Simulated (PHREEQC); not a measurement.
A solution holds 0.0014 mol HNO3, 0.0066 mol Al(NO3)3 and 0.027 mol CO2 per kg of water, at 30 °C. Closed to the air; pH follows from the charge balance.

Model: ion-association model, wateq4f.dat, run in PHREEQC.

Each row changes one thing in this solution. Precipitation was switched off in this run.

```
case                                   pH  AlOH+2 (mol/kgw)  HCO3- (mol/kgw)  Al(OH)2+ (mol/kgw)  Al(OH)3 (mol/kgw)  SI of Gibbsite (Al(OH)3)  SI of Boehmite (AlOOH)
-----------------------------------  ----  ----------------  ---------------  ------------------  -----------------  ------------------------  ----------------------
as made                              2.90           3.78e-5          1.22e-5             2.13e-7           2.98e-11                     -1.89                   -2.30
0.039 mol/kgw KCl added              2.92                 …          1.33e-5             1.78e-7           2.43e-11                     -1.98                   -2.39
HNO3 from 0.0014 to 0.00028 mol/kgw  3.42          0.000122          3.95e-5                   …            1.02e-9                     -0.36                   -0.77
CO2 from 0.027 to 0.0297 mol/kgw     2.90           3.78e-5          1.34e-5             2.13e-7           2.97e-11                     -1.89                   -2.30
```

### Question
What belongs in the gaps?

### Answer

- 0.039 mol/kgw KCl added, AlOH+2 (mol/kgw): 3.52e-5
- HNO3 from 0.0014 to 0.00028 mol/kgw, Al(OH)2+ (mol/kgw): 2.25e-6
